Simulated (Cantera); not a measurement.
An isothermal, constant-pressure homogeneous reactor starts with CH₄ : CO₂ = 1 : 0.79 (molar parts), at 1573 K and 101000 Pa.

Cantera simulation using GRI-Mech 3.0 (53 species, 325 reactions); the numbers are that mechanism's predictions, not measurements.

x: mole fraction; the columns are a selection and need not sum to one.

```
t (s)          x CH₄       x CO₂     x CH₂CO         x H      x O₂       x CH₃       x O
--------  ----------  ----------  ----------  ----------  --------  ----------  --------
0.000700       0.556       0.441    1.59e-10     2.68e-7    <1e-12    0.000418    <1e-12
0.00145        0.552       0.441     1.29e-9     4.90e-7    <1e-12    0.000530    <1e-12
0.00299        0.542       0.439     1.16e-8     1.08e-6    <1e-12    0.000628    <1e-12
0.00619        0.518       0.432  (withheld)  (withheld)    <1e-12    0.000626    <1e-12
0.0128         0.473       0.417     7.47e-7     4.27e-6    <1e-12    0.000531  1.29e-12
0.0265         0.406       0.387     3.21e-6     6.83e-6    <1e-12    0.000426  1.76e-12
0.0547    (withheld)  (withheld)  (withheld)  (withheld)  1.42e-12  (withheld)  2.42e-12
0.113          0.218       0.253     2.19e-5     1.26e-5  2.35e-12    0.000238  3.45e-12
0.234          0.124       0.147     4.19e-5     1.57e-5  2.75e-12    0.000155  4.82e-12
0.484         0.0629      0.0760     5.12e-5     1.96e-5  2.30e-12     9.09e-5  5.85e-12
1.00          0.0424      0.0552     3.89e-5     2.29e-5  1.54e-12     6.23e-5  5.73e-12
```

Problem. Complete the blanks.

Solution. 
- 0.00619, x CH₂CO: 1.03e-7
- 0.00619, x H: 2.33e-6
- 0.0547, x CH₄: 0.319
- 0.0547, x CO₂: 0.336
- 0.0547, x CH₂CO: 9.23e-6
- 0.0547, x H: 9.70e-6
- 0.0547, x CH₃: 0.000329
